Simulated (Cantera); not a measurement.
Cantera with NASA thermochemical tables; ideal gases at 1 bar, condensed phases pure. Values are per mole of reaction as written; species without (g) are pure solids or liquids, kept so even where they would boil at 1 bar.

a) Zr + O₂(g) ⇌ ZrO₂(g)
b) 2 Ti + O₂(g) ⇌ 2 TiO(g)
c) 2 B + O₂(g) ⇌ B₂O₂(g)
d) Nb + O₂(g) ⇌ NbO₂(g)
e) V + O₂(g) ⇌ VO₂(g)

Order these by ΔG° at 1198 K, most negative first.

c (-486 kJ), a (-316 kJ), e (-263 kJ), d (-232 kJ), b (-118 kJ)
